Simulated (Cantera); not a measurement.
Thermodynamics of carbothermic reduction, feed Fe3O4 + CO + H2

Charge: 1 mol Fe3O4, 3.9 mol CO, 1.1 mol H2, held at 56000 Pa.

Cantera equilibrium calculation (NASA polynomials, part measured and part estimated; ideal gas, pure solids and liquids). Candidate condensed phases: C, C6H6, C7H8, C8H18, Fe, Fe(CO)5, FeO, Fe(OH)2, Fe(OH)3, Fe2O3, Fe3O4, H2O; 114 gas species. The tables' stoichiometric FeO is somewhat more stable than real wüstite, so its field is too wide. FeO: taken at fixed stoichiometry. The numbers say what is thermodynamically allowed, not how fast it happens.

From 1223 K to 1623 K the condensed part is FeO(s). From 1673 K to 1873 K the condensed part is FeO(l). The main Fe-bearing gas is Fe(OH)2 at 1223 K and Fe at 1873 K.

```
T (K)  log p CO  log p H2  log p CO2  log p H2O  log p H  n FeO(s)  n FeO(l)
-----  --------  --------  ---------  ---------  -------  --------  --------
1223      -0.45     -1.03      -1.09      -1.51    -7.04      3.00         0
1273      -0.45     -1.04      -1.10      -1.48    -6.67      3.00         0
1323      -0.44     -1.05      -1.11      -1.46    -6.33      3.00         0
1373      -0.44     -1.06      -1.12      -1.43    -6.01      3.00         0
1423      -0.44     -1.07      -1.13      -1.41    -5.71      3.00         0
1473      -0.44     -1.08      -1.14      -1.39    -5.44      3.00         0
1523      -0.44     -1.09      -1.15      -1.38    -5.18      3.00         0
1573      -0.43     -1.10      -1.16      -1.36    -4.94      3.00         0
1623      -0.43     -1.10      -1.17      -1.35    -4.71      3.00         0
1673      -0.43     -1.11      -1.18      -1.34    -4.50         0      3.00
1723      -0.43     -1.12      -1.19      -1.33    -4.30         0      3.00
1773      -0.43     -1.12      -1.19      -1.32    -4.11         0      3.00
1823      -0.43     -1.13      -1.20      -1.31    -3.93         0      3.00
1873      -0.43     -1.14      -1.21      -1.30    -3.76         0      3.00
```
log p: log10 of the partial pressure in bar; n: condensed amount in mol.
